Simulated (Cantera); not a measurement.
A Cantera script and its output.

```python
import numpy as np
import cantera as ct

gas = ct.Solution("gri30.yaml")
gas.TPX = 1375, 1000000, {'H2': 1, 'O2': 1.11, 'N2': 4.18, 'NO': 0.0084}
reactor = ct.IdealGasConstPressureReactor(gas, energy="on", clone=False)
net = ct.ReactorNet([reactor])
net.rtol, net.atol = 1e-08, 1e-16
show = ['H2', 'O2', 'NO', 'H', 'H2O2', 'H2O', 'HO2']
times = np.geomspace(3e-06, 1, 14)

steps = ct.SolutionArray(gas, extra=["t"])
rows = []
print(f"{'t/s':>10s}{'T/K':>9s}{'P/Pa':>11s}" + "".join(f"{s:>11s}" for s in show))
for t in times:
    while net.time < t:
        t_next = net.step()
        steps.append(gas.state, t=t_next)
    rows.append([np.interp(t, steps.t, y) for y in (steps.T, steps.P, *steps(*show).X.T)])
    print(f"{t:10.3e}{rows[-1][0]:9.1f}{rows[-1][1]:11.4g}" + "".join(f"{x:11.3e}" for x in rows[-1][2:]))
rate = np.gradient(steps.T, steps.t)
print("integrator steps:", len(steps.t))
if steps.T.max() > steps.T[0] + 200:
    print(f"time of steepest temperature rise: {steps.t[rate.argmax()]:.4e} s")
gas.TPX = 1375, 1000000, {'H2': 1, 'O2': 1.11, 'N2': 4.18, 'NO': 0.0084}
gas.equilibrate("HP")
print(f"equilibrium (HP): T = {gas.T:.1f} K  " + "  ".join(f"{s} {gas[s].X[0]:.3e}" for s in show))
```

It prints:

```
       t/s      T/K       P/Pa         H2         O2         NO          H       H2O2        H2O        HO2
 3.000e-06   1796.8      1e+06  4.541e-02  1.178e-01  1.371e-03  2.430e-02  6.174e-06  9.894e-02  3.293e-04
 7.979e-06   2428.1      1e+06  1.337e-03  1.021e-01  1.490e-03  3.964e-04  1.025e-06  1.654e-01  1.908e-05
 2.122e-05   2447.4      1e+06  7.640e-04  1.028e-01  1.519e-03  1.753e-04  1.066e-06  1.674e-01  1.675e-05
 5.645e-05   2447.4      1e+06  7.616e-04  1.028e-01  1.581e-03  1.746e-04  1.066e-06  1.674e-01  1.673e-05
 1.501e-04   2447.1      1e+06  7.607e-04  1.027e-01  1.745e-03  1.742e-04  1.065e-06  1.674e-01  1.671e-05
 3.993e-04   2446.2      1e+06  7.584e-04  1.025e-01  2.173e-03  1.733e-04  1.062e-06  1.674e-01  1.665e-05
 1.062e-03   2444.2      1e+06  7.526e-04  1.020e-01  3.245e-03  1.710e-04  1.054e-06  1.674e-01  1.649e-05
 2.825e-03   2439.5      1e+06  7.396e-04  1.008e-01  5.657e-03  1.659e-04  1.038e-06  1.675e-01  1.615e-05
 7.513e-03   2431.8      1e+06  7.185e-04  9.892e-02  9.627e-03  1.578e-04  1.011e-06  1.677e-01  1.560e-05
 1.998e-02   2426.0      1e+06  7.030e-04  9.748e-02  1.261e-02  1.519e-04  9.912e-07  1.678e-01  1.518e-05
 5.315e-02   2425.1      1e+06  7.008e-04  9.727e-02  1.304e-02  1.511e-04  9.884e-07  1.678e-01  1.513e-05
 1.414e-01   2425.1      1e+06  7.007e-04  9.727e-02  1.305e-02  1.510e-04  9.883e-07  1.678e-01  1.513e-05
 3.760e-01   2425.1      1e+06  7.007e-04  9.727e-02  1.305e-02  1.510e-04  9.883e-07  1.678e-01  1.513e-05
 1.000e+00   2425.1      1e+06  7.007e-04  9.727e-02  1.305e-02  1.510e-04  9.883e-07  1.678e-01  1.513e-05
integrator steps: 1137
time of steepest temperature rise: 2.9711e-06 s
equilibrium (HP): T = 2425.1 K  H2 7.007e-04  O2 9.727e-02  NO 1.305e-02  H 1.510e-04  H2O2 9.883e-07  H2O 1.678e-01  HO2 1.513e-05
```

Model: GRI-Mech 3.0 (53 species, 325 reactions), integrated in Cantera. The hydrogen kinetics of GRI-Mech 3.0 are dated; newer H2 mechanisms differ, most at raised pressure. The mechanism lacks 2 NO + O2 → 2 NO2 and HONO, so NO2 and the effect of NO are under-described below about 1400 K.
